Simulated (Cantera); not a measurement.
Input: 1 mol MgO, 0.1 mol SO3, 0.11 mol O2, held at 0.100 bar.

Cantera equilibrium calculation (NASA polynomials, part measured and part estimated; ideal gas, pure solids and liquids). Candidate condensed phases: Mg, MgO, MgS, MgSO4, S; 14 gas species. Kinetics and transport are ignored. All values below are at 1500 K.

Base state: O2 0.615, SO2 0.382, SO3 0.00354, O 1.01e-5 (mole fractions); condensed: MgO(s).

What changes in the equilibrium state with this change: 1 mol H2 added?


```tsv
species	before	after
H2O	0	0.507
H2	0	0.412
H2S	0	0.0614
O2	0.615	<1e-9
S2	<1e-9	0.0168
SO2	0.382	0.00133
SO3	0.00354	<1e-9
SH	0	0.00135
S2O	<1e-9	4.80e-5
H	0	3.57e-5
S	<1e-9	1.67e-5
MgO(s), mol	1.00	1.00
```
Further candidate phases: H2O, H2SO4, Mg(OH)2.
